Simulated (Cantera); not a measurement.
A freely propagating, adiabatic, planar premixed flame of C3H8 : O2 : N2 : CO2 = 1 : 3.33 : 12.5 : 3.5 (molar parts), equivalence ratio 1.5, unburnt at 475 K and 143 Torr; mixture-averaged transport, grid criteria slope 0.08 and curve 0.16, no radiation.

Computed with Cantera and GRI-Mech 3.0 (53 species, 325 reactions). GRI-Mech 3.0 was tuned for natural gas; its chemistry of propane as a main component is partial and can be far from experiment. Burning velocities carry a grid error of a few per cent, more on coarse grids.

Problem. What does this change do: 0.59 parts H2 added?

Solution. 
| quantity | before | after |
|---|---|---|
| laminar burning velocity | 32.0 cm/s | 28.9 cm/s |
| thermal thickness | 2.95 mm | 3.33 mm |
| peak x(O) | 0.000288 | 0.000154 |
| peak x(CH4) | 0.00331 | 0.00412 |

Problem. What does this change do: inlet temperature 475 to 350 K?

Solution. 
```tsv
quantity	before	after
laminar burning velocity	32.0 cm/s	14.6 cm/s
thermal thickness	2.95 mm	4.23 mm
peak x(O)	0.000288	0.000134
peak x(CH4)	0.00331	0.00340
```
